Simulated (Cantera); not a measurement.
Feed: 1 mol SiF4, 0.5 mol H2O, equilibrated at 675 °C and 0.500 bar.

Equilibrium computed with Cantera from the NASA thermochemical tables; the gas is ideal and each condensed phase is pure. Candidate condensed phases: H2O, Si, SiO2; 38 gas species. The numbers say what is thermodynamically allowed, not how fast it happens.

Base state: SiF4 0.561, HF 0.254, H2O 0.185 (mole fractions); condensed: SiO2(β-quartz).

### Question
What changes in the equilibrium state with this change: SiF4 replaced by SiH2Cl2?

### Answer
| species | before | after |
|---|---|---|
| H2 | 3.44e-8 | 0.720 |
| SiCl4 | 0 | 0.197 |
| SiHCl3 | 0 | 0.0703 |
| SiF4 | 0.561 | 0 |
| HF | 0.254 | 0 |
| H2O | 0.185 | <1e-9 |
| HCl | 0 | 0.00908 |
| SiH2Cl2 | 0 | 0.00254 |
| SiO2(β-quartz), mol | 0.102 | 0.250 |
| Si(s), mol | 0 | 0.217 |
The tables' values for SiCl3 are old estimates; treat these amounts as uncertain.

### Question
What changes in the equilibrium state with this change: SiF4 replaced by SiH4?

### Answer
```json
[
 {"species": "H2", "before": "3.44e-8", "after": "1.00"},
 {"species": "SiF4", "before": "0.561", "after": "0"},
 {"species": "HF", "before": "0.254", "after": "0"},
 {"species": "H2O", "before": "0.185", "after": "<1e-9"},
 {"species": "SiO2(β-quartz), mol", "before": "0.102", "after": "0.250"},
 {"species": "Si(s), mol", "before": "0", "after": "0.750"}
]
```

### Question
What changes in the equilibrium state with this change: SiF4 replaced by HMDSO?

### Answer
```
species               before    after
-------------------  -------  -------
H2                   3.44e-8    0.926
CH4                        0   0.0736
H2O                    0.185  1.50e-8
SiF4                   0.561        0
HF                     0.254        0
SiO2(β-quartz), mol    0.102    0.750
C(graphite), mol           0     4.10
SiC(s), mol                0     1.25
```
The feed counts by its element totals alone. Further candidate phases: C, C6H6, C7H8, C8H18, SiC.
